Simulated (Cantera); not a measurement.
What does this Cantera script print?

```python
import numpy as np
import cantera as ct

gas_names = """
    Hg N NO NO2 NO3 N2 N2O O O2 O3
""".split()
cond_names = """
    Hg(cr) Hg(L) HgO(s)
""".split()


# ... load() reads the species with a 1 bar reference pressure and builds the phases ...
atoms = {
    'HgO': {'Hg': 1, 'O': 1},
    'N2': {'N': 2},
}
top_T = {}  # K; cautious upper limits of use, not melting points


# ... equilibrate(T, P, feed) seeds the gas with the atoms and calls Mixture.equilibrate('TP', solver="vcs", rtol=1e-11, max_steps=5000) ...
results = []
feed = {'HgO': 1, 'N2': 5.8}  # mol
P = 10000  # Pa
for T in [525, 625, 725, 825, 925, 1025, 1125, 1225, 1325, 1425]:
    mix = equilibrate(T, P, feed)
    results.append((T, P, feed, dict(zip(mix.species_names, mix.species_moles))))
    x = sorted(zip(gas.X, gas.species_names), reverse=True)
    print(f"T = {T:g} K  P = {P:g} Pa  gas = {mix.phase_moles(0):.4g} mol")
    print("   x: " + "  ".join(f"{s} {v:.3e}" for v, s in x if v > 0.0001))
    print("   condensed (mol): " + ("  ".join(f"{mix.phase(i).name} {mix.phase_moles(i):.4g}"
          for i in range(1, mix.n_phases) if mix.phase_moles(i) > 1e-12) or "none"))
```

Output:

```
T = 525 K  P = 10000 Pa  gas = 5.933 mol
   x: N2 9.777e-01  Hg 1.489e-02  O2 7.445e-03
   condensed (mol): HgO(s) 0.9117
T = 625 K  P = 10000 Pa  gas = 7.3 mol
   x: N2 7.945e-01  Hg 1.370e-01  O2 6.849e-02
   condensed (mol): none
T = 725 K  P = 10000 Pa  gas = 7.3 mol
   x: N2 7.945e-01  Hg 1.370e-01  O2 6.849e-02
   condensed (mol): none
T = 825 K  P = 10000 Pa  gas = 7.3 mol
   x: N2 7.945e-01  Hg 1.370e-01  O2 6.849e-02
   condensed (mol): none
T = 925 K  P = 10000 Pa  gas = 7.3 mol
   x: N2 7.945e-01  Hg 1.370e-01  O2 6.849e-02
   condensed (mol): none
T = 1025 K  P = 10000 Pa  gas = 7.3 mol
   x: N2 7.945e-01  Hg 1.370e-01  O2 6.848e-02
   condensed (mol): none
T = 1125 K  P = 10000 Pa  gas = 7.3 mol
   x: N2 7.945e-01  Hg 1.370e-01  O2 6.846e-02
   condensed (mol): none
T = 1225 K  P = 10000 Pa  gas = 7.3 mol
   x: N2 7.945e-01  Hg 1.370e-01  O2 6.843e-02  NO 1.351e-04
   condensed (mol): none
T = 1325 K  P = 10000 Pa  gas = 7.3 mol
   x: N2 7.944e-01  Hg 1.370e-01  O2 6.836e-02  NO 2.660e-04
   condensed (mol): none
T = 1425 K  P = 10000 Pa  gas = 7.3 mol
   x: N2 7.943e-01  Hg 1.370e-01  O2 6.825e-02  NO 4.760e-04
   condensed (mol): none
```

Cantera equilibrium calculation (NASA polynomials, part measured and part estimated; ideal gas, pure solids and liquids).
